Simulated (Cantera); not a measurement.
A closed system holds: 1 mol SiH4, 1.5 mol N2, 0.69 mol H2, held at 21.0 mbar.

Cantera equilibrium calculation (NASA polynomials, part measured and part estimated; ideal gas, pure solids and liquids). Candidate condensed phases: Si, Si3N4; 18 gas species. The numbers say what is thermodynamically allowed, not how fast it happens.

Problem. At 1698 K, list the 4 most abundant gas species with their mole fractions, and the condensed phases.

Solution. H2 0.763, N2 0.236, H 0.000871, Si 1.41e-5. Condensed: Si3N4(s).
